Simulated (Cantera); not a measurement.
Charge: 1 mol B₂O₃, 13 mol NH₃, 3.2 mol H₂O, equilibrated at 100 Torr.

Method: chemical equilibrium by Gibbs-energy minimisation in Cantera with the NASA 1993 tables (ideal gas, pure condensed phases). Candidate condensed phases: B, BN, B₂O₃, B₃O₃H₃, H₂O; 39 gas species. Gases not in the tables: H₃BO₃. Kinetics and transport are ignored.

Question: At 1148 K, list the 4 most abundant gas species with their mole fractions, and the condensed phases.

Answer: H₂ 0.668, N₂ 0.223, H₂O 0.109, HBO₂ 0.000346. Condensed: B₂O₃(l).
